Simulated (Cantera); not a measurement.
Cantera run, input and output.

```python
import numpy as np
import cantera as ct

gas = ct.Solution("h2o2.yaml")
gas.TPX = 500, 170000, {'H2': 1, 'O2': 0.37, 'N2': 1.11, 'H2O': 0.53}
flame = ct.FreeFlame(gas, width=0.028)
flame.set_refine_criteria(ratio=3, slope=0.08, curve=0.16)
flame.transport_model = "mixture-averaged"
flame.solve(loglevel=0, auto=True)
z, T = flame.grid, flame.T
thick = (T[-1] - T[0]) / np.gradient(T, z).max()
show = ['H2', 'O2', 'H2O', 'H2O2', 'OH', 'HO2']
print(f"laminar burning velocity  {flame.velocity[0] * 100:.3f} cm/s")
print(f"burnt temperature         {T[-1]:.1f} K")
print(f"thermal thickness         {thick * 1e3:.4f} mm")
print(f"grid points               {len(z)}")
z0 = z[flame.heat_release_rate.argmax()]
print(f"{'z/mm':>9s}{'T/K':>9s}{'u/(m/s)':>9s}" + "".join(f"{s:>11s}" for s in show))
rows = []
for k in (-3, -2, -1.5, -1, -0.5, -0.25, 0, 0.25, 0.5, 1, 2, 4, 8):
    zz = z0 + k * thick
    rows.append([k * thick, np.interp(zz, z, T), np.interp(zz, z, flame.velocity),
                 *(np.interp(zz, z, flame.X[gas.species_index(s)]) for s in show)])
    print(f"{rows[-1][0] * 1e3:9.3f}{rows[-1][1]:9.1f}{rows[-1][2]:9.3f}" + "".join(f"{x:11.3e}" for x in rows[-1][3:]))
```

It prints:

```
laminar burning velocity  515.415 cm/s
burnt temperature         2228.4 K
thermal thickness         0.1753 mm
grid points               108
     z/mm      T/K  u/(m/s)         H2         O2        H2O       H2O2         OH        HO2
   -0.526    500.0    5.154  3.322e-01  1.229e-01  1.761e-01  5.726e-13  1.470e-14  1.795e-11
   -0.351    500.0    5.154  3.322e-01  1.229e-01  1.761e-01  7.585e-11  1.633e-12  2.178e-09
   -0.263    500.0    5.154  3.321e-01  1.229e-01  1.761e-01  7.518e-10  1.460e-11  2.090e-08
   -0.175    500.4    5.153  3.314e-01  1.231e-01  1.763e-01  2.947e-08  5.640e-10  7.843e-07
   -0.088    525.0    5.337  3.211e-01  1.244e-01  1.801e-01  9.475e-06  1.000e-05  2.176e-04
   -0.044    747.8    7.372  2.871e-01  1.198e-01  2.047e-01  7.191e-05  7.763e-04  7.679e-04
    0.000   1165.0   11.147  2.209e-01  9.387e-02  2.721e-01  3.018e-05  1.898e-03  2.974e-04
    0.044   1473.3   13.915  1.517e-01  5.201e-02  3.542e-01  5.701e-06  5.106e-03  1.207e-04
    0.088   1643.0   15.428  1.137e-01  2.449e-02  4.046e-01  3.384e-06  8.558e-03  5.008e-05
    0.175   1800.8   16.783  9.670e-02  9.112e-03  4.347e-01  1.881e-06  1.126e-02  1.689e-05
    0.351   1934.9   17.876  9.543e-02  5.047e-03  4.480e-01  9.823e-07  1.107e-02  8.607e-06
    0.701   2046.3   18.752  9.510e-02  2.768e-03  4.592e-01  5.317e-07  9.259e-03  4.422e-06
    1.402   2127.4   19.371  9.457e-02  1.290e-03  4.682e-01  2.915e-07  6.815e-03  1.975e-06
```

Model: the H2/O2 subset of GRI-Mech 3.0, which has no nitrogen chemistry, integrated in Cantera. Burning velocities carry a grid error of a few per cent, more on coarse grids.
